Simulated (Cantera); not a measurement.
## Diamond growth

A diamond (100) surface in a fixed gas of H2 with x(CH4) = 0.0038, x(H) = 0.011, x(CH3) = 0.00011, 180 Torr; coverages are run to steady state.

Computed with Cantera and the Harris–Goodwin 1993 mechanism for the reconstructed diamond (100) surface.

```tsv
T (K)	growth (µm/h)	θ c6HH	θ c6H*	θ c6*H	θ c6**	θ c6HM
900	8.23	0.685	0.0108	0.290	0.00439	0.00838
975	12.4	0.615	0.0166	0.352	0.00813	0.00602
1050	17.1	0.549	0.0233	0.407	0.0136	0.00439
1125	21.5	0.490	0.0309	0.453	0.0210	0.00316
1200	23.2	0.438	0.0388	0.489	0.0303	0.00206
1275	19.5	0.393	0.0469	0.517	0.0414	0.00105
1350	13.7	0.354	0.0549	0.536	0.0539	0.000396
```
θ: site fractions in the mechanism's names (c6HH fully hydrogenated, c6H* and c6*H radical sites, c6** diradical, c6HM methylated).
